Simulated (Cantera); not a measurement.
Input: 1 mol acetone, 3.2 mol H₂, at 24.0 mbar.

Cantera equilibrium calculation (NASA polynomials, part measured and part estimated; ideal gas, pure solids and liquids). Candidate condensed phases: C, C₆H₆, C₇H₈, C₈H₁₈, H₂O; 110 gas species. The feed counts by its element totals alone. Equilibrium is a limit: real reactors are often held back by kinetics, nucleation or transport.

Problem. What share of the C ends up in condensed phases as a function of T (K), at 625, 825, 1025, 1225, 1425, 1625, 1825, 2025?

Solution. 
```csv
T (K),C condensed (%),as
625,49.0,C(graphite)
825,71.3,C(graphite)
1025,66.6,C(graphite)
1225,66.6,C(graphite)
1425,66.7,C(graphite)
1625,66.6,C(graphite)
1825,66.6,C(graphite)
2025,66.3,C(graphite)
```
